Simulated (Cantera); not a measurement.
What does this Cantera script print?

```python
import numpy as np
import cantera as ct

gas_names = """
    B BH BH2 BH3 BN BO BO2 B2 B2O B2O2 B2O3 B3O3H3 H HBO HBO2 HNO HNO2 HNO3 HO2 H2 H2O H2O2 H3B3O6 N NH
    NH2 NH3 NH2OH NO NO2 NO3 N2 N2H2 N2H4 N2O O OH O2 O3
""".split()
cond_names = """
    B(b) B(L) BN(s) B2O3(L) B3O3H3(cr) H2O(s) H2O(L)
""".split()


# ... load() reads the species with a 1 bar reference pressure and builds the phases ...
atoms = {
    'B2O3': {'B': 2, 'O': 3},
    'H2O': {'H': 2, 'O': 1},
    'N2': {'N': 2},
}
top_T = {'BN(s)': 3200}  # K; cautious upper limits of use, not melting points


# ... equilibrate(T, P, feed) seeds the gas with the atoms and calls Mixture.equilibrate('TP', solver="vcs", rtol=1e-11, max_steps=5000) ...
results = []
feed = {'B2O3': 1, 'H2O': 17, 'N2': 0.14}  # mol
P = 10000  # Pa
for T in [1773, 1823, 1873, 1923, 1973, 2023, 2073, 2123, 2173, 2223]:
    mix = equilibrate(T, P, feed)
    results.append((T, P, feed, dict(zip(mix.species_names, mix.species_moles))))

top = {s: max(r[3][s] / sum(r[3][g] for g in gas_names) for r in results) for s in gas_names}
cols = sorted((s for s in top if top[s] > 1e-05), key=lambda s: -top[s])[:7]
seen = [c for c in cond_names if any(r[3].get(c, 0) > 1e-12 for r in results)]
print("log10 of partial pressures in bar; condensed amounts in mol")
print(f"{'T/K':>10s}" + "".join(f"{s[:9]:>10s}" for s in cols + seen))
for T, P, feed, n in results:
    ng = sum(n[g] for g in gas_names)
    print(f"{T:10.4g}" + "".join(f"{np.log10(max(n[s] / ng * P / 1e5, 1e-99)):10.3f}" for s in cols)
          + "".join(f"{n.get(c, 0):10.4g}" for c in seen))
```

Result:

```
log10 of partial pressures in bar; condensed amounts in mol
       T/K       H2O      HBO2        H2        OH        O2        N2         H
      1773    -1.057    -1.966    -3.498    -4.061    -3.876    -3.114    -5.295
      1823    -1.058    -1.968    -3.362    -3.897    -3.745    -3.115    -5.044
      1873    -1.059    -1.969    -3.233    -3.742    -3.620    -3.116    -4.807
      1923    -1.060    -1.971    -3.111    -3.596    -3.503    -3.117    -4.582
      1973    -1.063    -1.973    -2.996    -3.457    -3.392    -3.118    -4.368
      2023    -1.065    -1.976    -2.887    -3.326    -3.287    -3.120    -4.165
      2073    -1.068    -1.979    -2.783    -3.201    -3.188    -3.122    -3.972
      2123    -1.073    -1.982    -2.685    -3.083    -3.094    -3.124    -3.788
      2173    -1.078    -1.986    -2.592    -2.971    -3.005    -3.128    -3.612
      2223    -1.084    -1.991    -2.504    -2.865    -2.921    -3.132    -3.445
```

These are equilibrium values from Cantera (NASA tables, ideal gas, pure condensed phases), not measurements of a reactor.
